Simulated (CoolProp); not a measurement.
Vapour-liquid equilibrium of n-heptane (1) + toluene (2) at 169.95 °C; x and y are mole fractions of (1).

Computed with CoolProp (multi-fluid Helmholtz-energy mixture model, Span 2003 and Lemmon 2006; pair parameters Bell 2016).

```tsv
x	bubble pressure, mixture model (MPa)	bubble pressure, Raoult's law (MPa)	y, mixture model	y, Raoult's law
0.05	0.4377	0.4302	0.077	0.066
0.2	0.4736	0.4514	0.266	0.250
0.35	0.5009	0.4726	0.419	0.418
0.5	0.5222	0.4938	0.556	0.571
0.65	0.5389	0.5150	0.687	0.712
0.8	0.5519	0.5362	0.819	0.842
0.95	0.5617	0.5573	0.954	0.962
```

The largest gap from Raoult's law is +6.0 % in bubble pressure, at x = 0.35. No azeotrope shows between x = 0.05 and 0.95.

Pair parameters are fitted to limited data, so mixtures are less certain than the pure fluids.
